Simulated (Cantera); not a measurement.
# Metals in furnace atmospheres: Pb + CO2 + N2

Charge: 1 mol Pb, 0.24 mol CO2, 6.2 mol N2, at 800 °C.

Cantera equilibrium calculation (NASA polynomials, part measured and part estimated; ideal gas, pure solids and liquids). Candidate condensed phases: C, Pb, PbO, PbO2, Pb3O4; 27 gas species. Kinetics and transport are ignored.

At 10.0 Pa nothing is condensed. From 82.0 Pa to 30.0 bar the condensed part is Pb(l). The main Pb-bearing gas is Pb throughout.

```csv
P (Pa),log p N2,log p Pb,log p CO2,log p CO,log p PbO,log p Pb2,n Pb(l)
10,-4.08,-4.87,-5.49,-7.76,-7.76,-10.67,0
82,-3.14,-4.14,-4.56,-6.93,-6.93,-9.20,0.369
670,-2.20,-4.14,-3.61,-6.45,-6.45,-9.20,0.929
5500,-1.28,-4.14,-2.69,-5.99,-5.99,-9.20,0.991
45000,-0.36,-4.14,-1.78,-5.53,-5.54,-9.20,0.999
370000,0.55,-4.14,-0.86,-4.62,-5.54,-9.20,1.000
3000000,1.46,-4.14,0.05,-3.71,-5.54,-9.20,1.000
```
log p: log10 of the partial pressure in bar; n: condensed amount in mol.
